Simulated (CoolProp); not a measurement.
n-perfluorobutane at several states: fugacity coefficient from the reference equation and from simpler models built on Tc = 113.2 °C, pc = 2322 kPa, ω = 0.372; each cubic takes its own stable root.

Computed with CoolProp (reference Helmholtz-energy equation of state, Gao 2022).

| T (°C) | p (kPa) | phase | reference |
|---|---|---|---|
| 125.65 | 19.6 | gas | 0.9976 |
| -118.05 | 1620 | liquid | 5.451e-6 |
| 122.25 | 10000 | supercritical | 0.2870 |
| -22.65 | 804 | liquid | 0.05200 |
| -10.65 | 469 | liquid | 0.1493 |

Q: How far does each simpler model (van der Waals, Redlich-Kwong, Soave-Redlich-Kwong) lie from the reference over these 5 states: mean and median of the absolute difference, and the worst?

A: 
- van der Waals: mean 35752.3 %, median 402.3 %, worst +177738.9 % at -118.05 °C and 1620 kPa
- Redlich-Kwong: mean 405.9 %, median 114.3 %, worst +1765.7 % at -118.05 °C and 1620 kPa
- Soave-Redlich-Kwong: mean 8.7 %, median 0.4 %, worst +37.0 % at -118.05 °C and 1620 kPa
